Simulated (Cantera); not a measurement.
## MgO + H2S + H2O (roasting and sulfation)

Input: 1 mol MgO, 2.5 mol H2S, 0.058 mol H2O, held at 1 atm.

Equilibrium computed with Cantera from the NASA thermochemical tables; the gas is ideal and each condensed phase is pure. Candidate condensed phases: H2O, H2SO4, Mg, MgO, Mg(OH)2, MgS, MgSO4, S; 26 gas species. Mutual solubility and eutectic melting of coexisting phases are not modelled. Gases not in the tables: S3 to S7. The numbers say what is thermodynamically allowed, not how fast it happens.

```
T (°C)  log p H2S  log p H2  log p S2  log p H2O  log p SH  n MgO(s)  n MgS(s)
------  ---------  --------  --------  ---------  --------  --------  --------
477         -0.01     -2.36     -2.66      -1.64     -6.90      1.00         0
577         -0.01     -1.88     -2.18      -1.64     -5.81      1.00         0
677         -0.03     -1.51     -1.81      -1.50     -4.95     0.978    0.0223
777         -0.06     -1.21     -1.51      -1.35     -4.26     0.943    0.0574
877         -0.10     -0.98     -1.28      -1.25     -3.71     0.907    0.0925
977         -0.15     -0.79     -1.10      -1.18     -3.25     0.877     0.123
1077        -0.22     -0.65     -0.95      -1.14     -2.88     0.854     0.146
1177        -0.30     -0.54     -0.85      -1.13     -2.57     0.842     0.158
1277        -0.38     -0.46     -0.76      -1.15     -2.32     0.839     0.161
1377        -0.47     -0.40     -0.70      -1.17     -2.10     0.845     0.155
1477        -0.57     -0.35     -0.66      -1.21     -1.92     0.856     0.144
1577        -0.66     -0.31     -0.62      -1.26     -1.77     0.870     0.130
```
log p: log10 of the partial pressure in bar; n: condensed amount in mol.

From 477 °C to 577 °C the condensed part is MgO(s). From 677 °C to 1577 °C the condensed part is MgO(s) + MgS(s).
